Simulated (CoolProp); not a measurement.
A closed Brayton cycle with nitrogen: compressor inlet 316.15 K and 3.2 MPa, high pressure 6.3 MPa, turbine inlet 810 K, compressor efficiency 0.89, turbine efficiency 0.9, recuperator effectiveness 0.95 (on enthalpy, no pinch check). Each further row changes one setting.

The numbers come from the reference Helmholtz-energy equation of state, Span 2000 in CoolProp.

```csv
case,thermal efficiency (%),net work (kJ/kg),compressor to turbine work,compressor exit (K),turbine exit (K)
as stated,___,57.0,0.58,392.8,689.0
turbine inlet 760 K,33.5,48.5,___,392.8,645.3
compressor inlet 326.15 K,___,___,___,___,689.0
high pressure 5.35 MPa,___,46.9,0.56,372.9,716.5
recuperator effectiveness 0.5,19.0,57.0,0.58,392.8,689.0
```

**Question.** Complete the blanks.

**Answer.** 
- as stated, thermal efficiency (%): 36.6
- turbine inlet 760 K, compressor to turbine work: 0.62
- compressor inlet 326.15 K, thermal efficiency (%): 35.1
- compressor inlet 326.15 K, net work (kJ/kg): 54.3
- compressor inlet 326.15 K, compressor to turbine work: 0.60
- compressor inlet 326.15 K, compressor exit (K): 405.2
- high pressure 5.35 MPa, thermal efficiency (%): 37.0
